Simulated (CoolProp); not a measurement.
Carbonyl sulfide at 343.73 K and 2.42 MPa is compressed adiabatically to 8.35 MPa with isentropic efficiency 0.75. Each further row changes one setting.

Values from CoolProp's reference Helmholtz-energy equation of state, Lemmon 2006. It is a short technical equation, of lower accuracy than the large ones.

| case | work (kJ/kg) | final temperature (K) | final density (kg/m³) |
|---|---|---|---|
| as stated | 67.9 | 467.9 | 171 |
| efficiency 1 | 50.9 | 454.0 | 185 |
| efficiency 0.65 | 78.4 | 477.0 | 164 |
